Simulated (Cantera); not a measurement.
A closed system holds: 1 mol HMDSO, 1.4 mol O₃, at 0.308 Torr.

Equilibrium computed with Cantera from the NASA thermochemical tables; the gas is ideal and each condensed phase is pure. Candidate condensed phases: C, C₆H₆, C₇H₈, C₈H₁₈, H₂O, Si, SiC, SiO₂; 123 gas species. The feed counts by its element totals alone. Mutual solubility and eutectic melting of coexisting phases are not modelled. The tables hold silica as quartz up to 1696 K and as liquid above; real silica turns to tridymite and cristobalite and melts near 1996 K. Gases not in the tables: Si₂H₆ and higher silanes. Kinetics and transport are ignored.

log p: log10 of the partial pressure in bar; n: condensed amount in mol.

```csv
T (°C),log p H₂,log p CO,log p H,log p Si,log p SiO,log p Si₂C,n C(graphite),n SiO₂(β-quartz),n SiC(s)
825,-3.44,-4.32,-9.33,<-15,-10.37,<-15,4.80,2.00,0
925,-3.45,-4.29,(withheld),(withheld),(withheld),<-15,4.65,1.95,(withheld)
1025,-3.56,-3.87,-7.75,-12.53,-6.21,<-15,0,0.386,1.59
1125,-3.58,-3.88,-7.12,-10.45,-4.82,-13.65,0,0.0572,1.43
1225,-3.59,-3.88,-6.56,-9.23,-4.76,-12.05,0,0,1.40
1325,-3.59,-3.88,(withheld),(withheld),-4.76,(withheld),0,0,1.40
1425,-3.59,-3.88,-5.63,-7.26,-4.76,-9.49,0,0,1.40
1525,-3.59,-3.88,-5.25,-6.45,-4.77,-8.43,0,0,1.39
1625,-3.60,-3.88,-4.91,-5.73,-4.80,-7.49,0,0,1.36
1725,-3.63,-3.89,-4.61,-5.13,-4.90,-6.69,0,0,1.25
1825,-3.68,-3.89,-4.35,-4.71,-5.26,-6.10,0,0,0.950
```

### Question
Complete the blanks.

### Answer

- 1325, log p H: -6.07
- 1325, log p Si: -8.18
- 1325, log p Si₂C: -10.69
- 925, log p H: -8.44
- 925, log p Si: -14.67
- 925, log p SiO: -7.68
- 925, n SiC(s): 0.0501
